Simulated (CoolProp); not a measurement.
Saturation properties of carbon monoxide.

Computed with CoolProp (reference Helmholtz-energy equation of state, Lemmon 2006). It is a short technical equation, of lower accuracy than the large ones.

| T (K) | p (MPa) | enthalpy of vaporisation (kJ/kg) | liquid cp (kJ/(kg K)) | vapour Z | surface tension (mN/m) |
|---|---|---|---|---|---|
| 73.9 | 0.03791 | 224.9 | 2.141 | 0.9797 | 11.2 |
| 76.2 | 0.05196 | 221.9 | 2.139 | 0.9745 | 10.7 |
| 78.5 | 0.06979 | 218.9 | 2.140 | 0.9684 | 10.2 |
| 80.8 | 0.09201 | 215.8 | 2.144 | 0.9615 | 9.70 |
| 83.1 | 0.1193 | 212.6 | 2.150 | 0.9536 | 9.21 |
| 85.4 | 0.1523 | 209.3 | 2.160 | 0.9448 | 8.72 |
| 87.7 | 0.1918 | 205.8 | 2.172 | 0.9351 | 8.24 |
| 90 | 0.2385 | 202.2 | 2.188 | 0.9243 | 7.76 |
| 92.3 | 0.2932 | 198.4 | 2.208 | 0.9125 | 7.28 |
| 94.6 | 0.3566 | 194.4 | 2.231 | 0.8996 | 6.81 |
| 96.8 | 0.4262 | 190.4 | 2.258 | 0.8862 | 6.36 |
| 99.1 | 0.5090 | 186.0 | 2.291 | 0.8711 | 5.90 |

It boils at 81.6 K under 1 atm.

Surface tension comes from a separate correlation (Mulero 2012).
